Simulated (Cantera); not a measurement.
# AlN + HCl + H2 (nitride etching)

Feed: 1 mol AlN, 23 mol HCl, 1.5 mol H2, equilibrated at 2.50e-5 bar.

Cantera equilibrium calculation (NASA polynomials, part measured and part estimated; ideal gas, pure solids and liquids). Candidate condensed phases: Al, AlCl3, AlN, NH4Cl; 20 gas species. The tables' values for AlCl2 are old estimates; treat these amounts as uncertain. Rates play no part.

```csv
T (°C),x HCl,x H2,x Cl,x AlCl3,x AlCl,x H,x N2,x AlCl2
700,0.816,0.122,4.75e-7,0.0408,4.55e-9,7.57e-8,0.0204,1.03e-6
775,0.816,0.122,3.29e-6,0.0408,9.22e-8,5.41e-7,0.0204,6.40e-6
850,0.816,0.122,1.77e-5,0.0408,1.24e-6,2.98e-6,0.0204,3.09e-5
925,0.816,0.122,7.70e-5,0.0407,1.20e-5,1.33e-5,0.0204,0.000122
1000,0.816,0.122,0.000283,0.0403,8.72e-5,4.99e-5,0.0204,0.000405
1075,0.816,0.122,0.000903,0.0391,0.000494,0.000161,0.0204,0.00115
1150,0.817,0.119,0.00257,0.0358,0.00216,0.000459,0.0203,0.00270
1225,0.817,0.114,0.00670,0.0285,0.00679,0.00116,0.0201,0.00497
1300,0.814,0.108,0.0160,0.0182,0.0148,0.00267,0.0198,0.00670
1375,0.797,0.104,0.0345,0.00887,0.0234,0.00575,0.0195,0.00664
1450,0.758,0.108,0.0650,0.00337,0.0294,0.0120,0.0190,0.00513
1525,0.694,0.118,0.109,0.00107,0.0323,0.0242,0.0184,0.00335
```
x: gas mole fraction; nothing condenses.

From 700 °C to 1525 °C nothing is condensed. The main Al-bearing gas is AlCl3 at 700 °C and AlCl at 1525 °C.
